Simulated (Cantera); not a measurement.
Mixture: CH3OH : O2 : N2 : H2O : H2 = 1 : 1.69 : 6.34 : 0.26 : 0.74 (molar parts), equivalence ratio 1.1, at 9.87 atm, adiabatic and at constant volume. Ignition delay is the time to a rise of 400 K.

Cantera simulation using GRI-Mech 3.0 (53 species, 325 reactions); the numbers are that mechanism's predictions, not measurements. GRI-Mech 3.0 was tuned for natural gas; its chemistry of methanol as a main component is partial and can be far from experiment.

**Question.** Predict: delay at 1025 K; delay at 1125 K; delay at 1225 K; delay at 1325 K; delay at 1425 K; apparent activation energy between 1375 and 1475 K.

**Answer.** 
```
Quantity                                                Result
--------------------------------------------------  ----------
delay at 1025 K                                        12.8 ms
delay at 1125 K                                        2.27 ms
delay at 1225 K                                       0.520 ms
delay at 1325 K                                       0.143 ms
delay at 1425 K                                        46.0 µs
apparent activation energy between 1375 and 1475 K  180 kJ/mol
```
